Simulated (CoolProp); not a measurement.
Tetrahydrofuran along the isotherm 464.3 K: Z from the reference equation and from simpler models built on Tc = 540.2 K, pc = 5.304 MPa, ω = 0.234; each cubic takes its own stable root.

Model: reference Helmholtz-energy equation of state, Fiedler 2023, in CoolProp.

```
p (MPa)   phase  reference
-------  ------  ---------
0.995       gas     0.8853
1.99     liquid    0.05593
2.98     liquid    0.08318
3.98     liquid     0.1104
4.97     liquid     0.1370
5.97     liquid     0.1636
6.96     liquid     0.1898
7.96     liquid     0.2159
```

Q: How far does each simpler model (Redlich-Kwong, Soave-Redlich-Kwong, Peng-Robinson) lie from the reference over these 8 states: mean and median of the absolute difference, and the worst?

A: 
- Redlich-Kwong: mean 168.8 %, median 15.5 %, worst +1256.0 % at 464.3 K and 1.99 MPa
- Soave-Redlich-Kwong: mean 10.1 %, median 11.2 %, worst +13.3 % at 464.3 K and 1.99 MPa
- Peng-Robinson: mean 1.3 %, median 1.3 %, worst -2.5 % at 464.3 K and 7.96 MPa

At some of these states Redlich-Kwong gives the other phase, because its saturation line lies elsewhere.
